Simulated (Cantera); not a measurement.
A perfectly stirred reactor is fed with H₂ : O₂ : N₂ = 0.17 : 1 : 0.54 (molar parts), equivalence ratio 0.085, at 0.0132 atm; it is held at 1248 K, and followed from long to short residence time.

Detailed kinetics in Cantera: the H2/O2 subset of GRI-Mech 3.0, which has no nitrogen chemistry. Radical loss at walls, strong at low pressure, is not modelled. The temperature is held fixed by assumption; the heat of reaction is taken as removed at once.

**Question.** What does this change do: pressure from 0.0132 atm to 0.0263 atm?

**Answer.** 
```json
[
 {"quantity": "x(H₂) at τ = 0.560 s", "before": "0.000645", "after": "0.000340"},
 {"quantity": "x(O₂) at τ = 0.560 s", "before": "0.558", "after": "0.561"},
 {"quantity": "x(H) at τ = 0.560 s", "before": "0.00112", "after": "0.000293"},
 {"quantity": "x(O) at τ = 0.560 s", "before": "0.00533", "after": "0.00218"},
 {"quantity": "x(HO₂) at τ = 0.560 s", "before": "2.43e-6", "after": "3.27e-6"},
 {"quantity": "x(H₂) at τ = 23.0 ms", "before": "0.00361", "after": "0.00228"},
 {"quantity": "x(O₂) at τ = 23.0 ms", "before": "0.537", "after": "0.549"},
 {"quantity": "x(H) at τ = 23.0 ms", "before": "0.0143", "after": "0.00560"},
 {"quantity": "x(O) at τ = 23.0 ms", "before": "0.0282", "after": "0.0150"},
 {"quantity": "x(HO₂) at τ = 23.0 ms", "before": "3.60e-6", "after": "6.65e-6"}
]
```

**Question.** What does this change do: temperature 1248 to 1175 K?

**Answer.** 
| quantity | before | after |
|---|---|---|
| x(H₂) at τ = 0.560 s | 0.000645 | 0.000646 |
| x(O₂) at τ = 0.560 s | 0.558 | 0.559 |
| x(H) at τ = 0.560 s | 0.00112 | 0.000959 |
| x(O) at τ = 0.560 s | 0.00533 | 0.00419 |
| x(HO₂) at τ = 0.560 s | 2.43e-6 | 2.98e-6 |
| x(H₂) at τ = 23.0 ms | 0.00361 | 0.00391 |
| x(O₂) at τ = 23.0 ms | 0.537 | 0.542 |
| x(H) at τ = 23.0 ms | 0.0143 | 0.0136 |
| x(O) at τ = 23.0 ms | 0.0282 | 0.0231 |
| x(HO₂) at τ = 23.0 ms | 3.60e-6 | 4.38e-6 |
